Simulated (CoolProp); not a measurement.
Vapour-liquid equilibrium of R152A (1) + n-pentane (2) at 44.85 °C; x and y are mole fractions of (1).

Computed with CoolProp (multi-fluid Helmholtz-energy mixture model, Outcalt 1996 and Thol 2019; pair parameters Bell 2016).

Problem. Give the bubble pressure and the first vapour's composition at x = 0.5, 0.65, 0.8. Is there an azeotrope?

Solution. x = 0.5: 7.833 bar, y = 0.855; x = 0.65: 8.553 bar, y = 0.882; x = 0.8: 9.276 bar, y = 0.916. No azeotrope shows between x = 0.05 and 0.95.

Pair parameters are fitted to limited data, so mixtures are less certain than the pure fluids. With so large a gap from Raoult's law the liquid may split in two, which this calculation doesn't test in full.
